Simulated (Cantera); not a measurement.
Charge: 1 mol SiH2Cl2, 0.68 mol HCl, 320 mol H2, at 0.00530 bar.

Method: chemical equilibrium by Gibbs-energy minimisation in Cantera with the NASA 1993 tables (ideal gas, pure condensed phases). Candidate condensed phases: Si; 19 gas species. Equilibrium is a limit: real reactors are often held back by kinetics, nucleation or transport. All values below are at 1500 K.

Base state: H2 0.992, HCl 0.00790, H 0.000241, SiCl2 0.000202 (mole fractions); condensed: Si(s).

Q: What changes in the equilibrium state with this change: H2 from 320 to 57 mol?

A: 
```csv
species,before,after
H2,0.992,0.959
HCl,0.00790,0.0361
SiCl2,0.000202,0.00436
SiCl3,2.90e-7,2.91e-5
H,0.000241,0.000237
"Si(s), mol",0.933,0.738
```
The tables' values for SiCl3 are old estimates; treat these amounts as uncertain.
